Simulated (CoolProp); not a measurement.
Vapour-liquid equilibrium of R113 (1) + acetone (2) at 40.7 kPa; x and y are mole fractions of (1).

Values from CoolProp's multi-fluid Helmholtz-energy mixture model, Marx 1992 and Lemmon 2006; pair parameters Bell 2016.

### Question
Give the bubble temperature and the first vapour's composition at x = 0.65, 0.8, 0.875. Is there an azeotrope?

### Answer
x = 0.65: 19.7 °C, y = 0.670; x = 0.8: 19.9 °C, y = 0.756; x = 0.875: 20.4 °C, y = 0.819. y crosses x between x = 0.65 and 0.725: the model has an azeotrope there.

The pair parameters rest on a limited set of measurements; away from them the model extrapolates.
